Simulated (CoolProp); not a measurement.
A single-stage vapour-compression cycle with the fluid: evaporating at 210.15 K (dew point), condensing at 271.15 K (bubble point), superheat 2 K, subcooling 8 K, compressor efficiency 0.6, no pressure losses. The same conditions are run with several fluids, on thermodynamics alone (safety and materials aside).

Model: reference Helmholtz-energy equation of state of each fluid (ethane: Bücker 2006; R134a: Tillner-Roth 1994; R115: Lemmon 2016; ethylene: Smukala 2000; fluoroethane (R161): Wu 2012; dimethyl ether: Wu 2011), in CoolProp.

Task: Rank ethane, R134a, R115, ethylene, fluoroethane (R161), dimethyl ether by cooling COP, highest first.

Result: dimethyl ether (1.73), R134a (1.71), fluoroethane (R161) (1.70), R115 (1.60), ethane (1.53), ethylene (1.35)

| fluid | pressure ratio | discharge temperature (K) | refrigerating effect (kJ/kg) | volumetric capacity (kJ/m³) |
|---|---|---|---|---|
| ethane | 6.77 | 344.6 | 305 | 1890 |
| R134a | 20.9 | 343.8 | 174 | 133 |
| R115 | 13.6 | 299.1 | 85.1 | 230 |
| ethylene | 5.79 | 357.3 | 259 | 3160 |
| fluoroethane (R161) | 15.3 | 380.9 | 348 | 256 |
| dimethyl ether | 18.5 | 373.8 | 392 | 139 |
